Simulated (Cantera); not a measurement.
# Cu + F2 + N2 (aluminium and copper etching)

Charge: 1 mol Cu, 0.49 mol F2, 2.5 mol N2, equilibrated at 13.3 mbar.

Equilibrium computed with Cantera from the NASA thermochemical tables; the gas is ideal and each condensed phase is pure. Candidate condensed phases: Cu, CuF2; 11 gas species. Mutual solubility and eutectic melting of coexisting phases are not modelled. Equilibrium is a limit: real reactors are often held back by kinetics, nucleation or transport.

```csv
T (K),x N2,x CuF,x CuF2,x Cu,x F,n Cu(s),n CuF2(s),n CuF2(l)
400,1.00,<1e-12,<1e-12,<1e-12,<1e-12,0.510,0.490,0
475,1.00,<1e-12,<1e-12,<1e-12,<1e-12,0.510,0.490,0
550,1.00,<1e-12,<1e-12,<1e-12,<1e-12,0.510,0.490,0
625,1.00,1.55e-11,6.54e-12,<1e-12,<1e-12,0.510,0.490,0
700,1.00,2.76e-9,1.49e-9,<1e-12,<1e-12,0.510,0.490,0
775,1.00,1.76e-7,1.15e-7,<1e-12,<1e-12,0.510,0.490,0
850,1.000,5.26e-6,3.98e-6,<1e-12,<1e-12,0.510,0.490,0
925,1.000,8.93e-5,7.55e-5,4.52e-11,1.80e-11,0.510,0.490,0
1000,0.998,0.000975,0.000900,1.17e-9,5.21e-10,0.509,0.487,0
1075,0.985,0.00752,0.00743,1.92e-8,9.39e-9,0.500,0.462,0
1150,0.924,0.0394,0.0369,2.17e-7,1.04e-7,0.457,0,0.337
1225,0.782,0.129,0.0887,1.81e-6,6.57e-7,0.303,0,0
1300,0.756,0.192,0.0523,1.18e-5,1.76e-6,0.193,0,0
```
x: gas mole fraction; n: condensed amount in mol.

From 400 K to 1075 K the condensed part is Cu(s) + CuF2(s). At 1150 K the condensed part is Cu(s) + CuF2(l). From 1225 K to 1300 K the condensed part is Cu(s).
